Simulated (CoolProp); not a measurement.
Properties of ammonia along the isobar 25000 kPa (Tc = 405.6 K, pc = 11360 kPa, ω = 0.256).

The numbers come from the reference Helmholtz-energy equation of state, Gao 2020 in CoolProp.

```json
[
 {"T (K)": "284.1", "phase": "liquid", "density (kg/m³)": "640.9", "Joule-Thomson coefficient (K/MPa)": "-0.1549", "isothermal compressibility (1/MPa)": "0.001001"},
 {"T (K)": "305", "phase": "liquid", "density (kg/m³)": "614.0", "Joule-Thomson coefficient (K/MPa)": "-0.1217", "isothermal compressibility (1/MPa)": "0.001281"},
 {"T (K)": "325.8", "phase": "liquid", "density (kg/m³)": "585.5", "Joule-Thomson coefficient (K/MPa)": "-0.07593", "isothermal compressibility (1/MPa)": "0.001684"},
 {"T (K)": "346.7", "phase": "liquid", "density (kg/m³)": "554.5", "Joule-Thomson coefficient (K/MPa)": "-0.01028", "isothermal compressibility (1/MPa)": "0.002302"},
 {"T (K)": "367.5", "phase": "liquid", "density (kg/m³)": "520.3", "Joule-Thomson coefficient (K/MPa)": "0.08675", "isothermal compressibility (1/MPa)": "0.003310"},
 {"T (K)": "388.4", "phase": "liquid", "density (kg/m³)": "481.2", "Joule-Thomson coefficient (K/MPa)": "0.2403", "isothermal compressibility (1/MPa)": "0.005148"},
 {"T (K)": "409.2", "phase": "supercritical", "density (kg/m³)": "434.8", "Joule-Thomson coefficient (K/MPa)": "0.5012", "isothermal compressibility (1/MPa)": "0.008988"},
 {"T (K)": "430.1", "phase": "supercritical", "density (kg/m³)": "375.8", "Joule-Thomson coefficient (K/MPa)": "0.9851", "isothermal compressibility (1/MPa)": "0.01861"},
 {"T (K)": "450.9", "phase": "supercritical", "density (kg/m³)": "300.4", "Joule-Thomson coefficient (K/MPa)": "1.828", "isothermal compressibility (1/MPa)": "0.04163"},
 {"T (K)": "471.8", "phase": "supercritical", "density (kg/m³)": "227.0", "Joule-Thomson coefficient (K/MPa)": "2.682", "isothermal compressibility (1/MPa)": "0.06085"},
 {"T (K)": "492.7", "phase": "supercritical", "density (kg/m³)": "180.8", "Joule-Thomson coefficient (K/MPa)": "3.050", "isothermal compressibility (1/MPa)": "0.06037"},
 {"T (K)": "513.5", "phase": "supercritical", "density (kg/m³)": "153.1", "Joule-Thomson coefficient (K/MPa)": "3.106", "isothermal compressibility (1/MPa)": "0.05633"},
 {"T (K)": "534.4", "phase": "supercritical", "density (kg/m³)": "134.7", "Joule-Thomson coefficient (K/MPa)": "3.019", "isothermal compressibility (1/MPa)": "0.05281"},
 {"T (K)": "555.2", "phase": "supercritical", "density (kg/m³)": "121.6", "Joule-Thomson coefficient (K/MPa)": "2.869", "isothermal compressibility (1/MPa)": "0.05011"}
]
```
